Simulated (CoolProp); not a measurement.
Aqueous magnesium chloride as a coolant, at -3 °C, 1 atm.

Computed with CoolProp (Melinder's fits for secondary coolants).

```csv
mass %,freezing point (°C),density (kg/m³),cp (kJ/(kg K)),conductivity (W/(m K)),viscosity (mPa s)
7.7,-5.4,1069,3.704,0.540,?
9.5,-7.6,1085,3.596,0.536,3.03
11.3,-10.2,1101,3.493,0.531,3.36
13.1,-13.2,1118,3.393,0.527,3.70
14.8,-16.4,1133,3.301,0.522,4.00
16.6,-20.1,1150,3.209,?,4.31
18.4,-24.3,1167,3.121,0.513,4.73
20.2,-29.3,1186,3.037,0.508,?
22,-35.4,1205,2.959,?,8.09
```

Problem. What belongs in the gaps?

Solution. 
- 7.7, viscosity (mPa s): 2.75
- 16.6, conductivity (W/(m K)): 0.518
- 20.2, viscosity (mPa s): 5.65
- 22, conductivity (W/(m K)): 0.502
